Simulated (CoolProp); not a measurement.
Toluene at 374.49 K and 1.23 MPa flows at 0.066 m/s in a round tube of 50 mm bore and 15 µm roughness, fully developed (64/Re and Nu = 3.66 if laminar; Colebrook and Gnielinski if turbulent). Each further row changes one setting.

Values from CoolProp's reference Helmholtz-energy equation of state, Lemmon 2006. It is a short technical equation, of lower accuracy than the large ones.

```
case                Reynolds number  Darcy friction factor  pressure drop (Pa/m)  heat-transfer coefficient (W/(m² K))  mass flow (kg/h)
------------------  ---------------  ---------------------  --------------------  ------------------------------------  ----------------
as stated                      9670                      ?                     ?                                   147               369
velocity 0.132 m/s            19300                      ?                  3.68                                   275               737
diameter 100 mm               19300                      ?                 0.455                                     ?                 ?
```

Task: Some entries are withheld; supply them.

Result: 
- as stated, Darcy friction factor: 0.0316
- as stated, pressure drop (Pa/m): 1.09
- velocity 0.132 m/s, Darcy friction factor: 0.0267
- diameter 100 mm, Darcy friction factor: 0.0264
- diameter 100 mm, heat-transfer coefficient (W/(m² K)): 137
- diameter 100 mm, mass flow (kg/h): 1470

Viscosity comes from a separate model (Avgeri 2015). Thermal conductivity comes from a separate model (Assael 2012).
